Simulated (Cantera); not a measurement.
Input: 1 mol MgCO3, 5.4 mol O2, 5.1 mol H2O, 0.11 mol H2S, equilibrated at 1275 °C and 9000 Pa.

Equilibrium computed with Cantera from the NASA thermochemical tables; the gas is ideal and each condensed phase is pure. Candidate condensed phases: C, C6H6, C7H8, C8H18, H2O, H2SO4, Mg, MgCO3, MgO, Mg(OH)2, MgS, MgSO4, S; 130 gas species. Rates play no part.

Base state: O2 0.453, H2O 0.451, CO2 0.0865, SO2 0.00946, OH 0.000551, SO3 5.63e-5, O 1.71e-5 (mole fractions); condensed: MgO(s).

**Question.** What changes in the equilibrium state with this change: H2S from 0.11 to 0.7 mol?

**Answer.** 
| species | before | after |
|---|---|---|
| H2O | 0.451 | 0.489 |
| O2 | 0.453 | 0.367 |
| CO2 | 0.0865 | 0.0844 |
| SO2 | 0.00946 | 0.0588 |
| SO3 | 5.63e-5 | 0.000315 |
| O | 1.71e-5 | 1.54e-5 |
| OH | 0.000551 | 0.000545 |
| MgO(s), mol | 1.000 | 1.000 |
